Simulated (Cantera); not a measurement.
**Ignition delay**

Mixture: 44.4 % H₂, 11.7 % O₂, 43.9 % N₂, at 7500 Torr, adiabatic and at constant pressure. Ignition delay is the time to a rise of 400 K.

Computed with Cantera and GRI-Mech 3.0 (53 species, 325 reactions). The hydrogen kinetics of GRI-Mech 3.0 are dated; newer H2 mechanisms differ, most at raised pressure. Where the delays flatten at high temperature, the 400 K rule measures the pace of heat release, not the induction time.

```json
[
 {"T0 (K)": "1323", "delay (ms)": "0.00448"},
 {"T0 (K)": "1423", "delay (ms)": "0.00224"},
 {"T0 (K)": "1523", "delay (ms)": "0.00145"},
 {"T0 (K)": "1623", "delay (ms)": "0.00105"},
 {"T0 (K)": "1723", "delay (ms)": "0.000815"},
 {"T0 (K)": "1823", "delay (ms)": "0.000670"},
 {"T0 (K)": "1923", "delay (ms)": "0.000577"},
 {"T0 (K)": "2023", "delay (ms)": "0.000520"}
]
```
